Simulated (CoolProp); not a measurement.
Vapour pressure (bar) of n-perfluoropentane: the reference equation beside estimates from Tc = 421.0 K, pc = 20.63 bar, ω = 0.436. Clausius-Clapeyron is anchored at 328.6 K with a constant enthalpy of vaporisation of 23.69 kJ/mol.

Computed with CoolProp (reference Helmholtz-energy equation of state, Gao 2022).

```tsv
T (K)	reference	Lee-Kesler	Clausius-Clapeyron	van der Waals	Redlich-Kwong	Soave-Redlich-Kwong	Peng-Robinson
307.3	1.206	1.209	1.323	5.103	2.543	1.209	1.206
312.6	…	1.454	1.549	5.550	2.911	1.454	1.448
317.9	1.727	1.734	1.803	6.021	3.315	1.737	1.725
323.3	2.051	2.061	2.094	6.527	3.765	2.066	2.049
328.6	2.413	2.425	2.413	…	4.246	2.434	2.411
333.9	2.822	2.836	2.769	7.597	4.769	2.851	2.821
339.2	3.282	3.298	3.164	8.172	…	3.320	3.282
344.6	3.806	3.826	3.609	8.784	5.957	3.857	3.810
349.9	4.380	4.402	4.091	9.413	6.615	4.445	4.389
355.2	5.017	5.042	4.619	10.07	7.320	5.099	5.034
360.6	…	5.764	5.209	10.77	8.089	5.837	5.762
365.9	…	6.547	5.840	11.48	8.895	6.637	6.553
```

Question: Some entries are withheld; supply them.

Answer: 
- 312.6, reference: 1.449
- 328.6, van der Waals: 7.049
- 339.2, Redlich-Kwong: 5.335
- 360.6, reference: 5.736
- 365.9, reference: 6.515

Absolute difference from the reference over all 12 rows, mean and median: Lee-Kesler 0.5 and 0.5 %, Clausius-Clapeyron 5.7 and 5.9 %, van der Waals 174.5 and 159.1 %, Redlich-Kwong 68.8 and 65.8 %, Soave-Redlich-Kwong 1.1 and 1.1 %, Peng-Robinson 0.2 and 0.1 %.
